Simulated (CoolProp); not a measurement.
A simple Rankine cycle with isohexane: condensing at 308.15 K, boiler at 2.5 MPa, turbine inlet 524.5 K, turbine efficiency 0.7, pump efficiency 0.6, no recuperator. Each further row changes one setting.

Computed with CoolProp (reference Helmholtz-energy equation of state, Lemmon 2006). It is a short technical equation, of lower accuracy than the large ones.

| case | thermal efficiency (%) | net work (kJ/kg) | heat in (kJ/kg) | turbine exit temperature (K) | volume ratio over the turbine |
|---|---|---|---|---|---|
| as stated | 15.1 | 114 | 756 | 454.8 | 72.6 |
| turbine inlet 544.5 K | 14.8 | 121 | … | 477.1 | 68.5 |
| condensing temperature 300.15 K | … | … | 774 | 450.8 | 98.8 |
| boiler pressure 1.75 MPa | 14.1 | … | 778 | 465.8 | … |
| turbine efficiency 0.6 | 12.8 | … | 756 | … | … |

Q: What belongs in the gaps?

A: 
- turbine inlet 544.5 K, heat in (kJ/kg): 817
- condensing temperature 300.15 K, thermal efficiency (%): 15.9
- condensing temperature 300.15 K, net work (kJ/kg): 123
- boiler pressure 1.75 MPa, net work (kJ/kg): 110
- boiler pressure 1.75 MPa, volume ratio over the turbine: 45.4
- turbine efficiency 0.6, net work (kJ/kg): 96.7
- turbine efficiency 0.6, turbine exit temperature (K): 462.0
- turbine efficiency 0.6, volume ratio over the turbine: 73.7
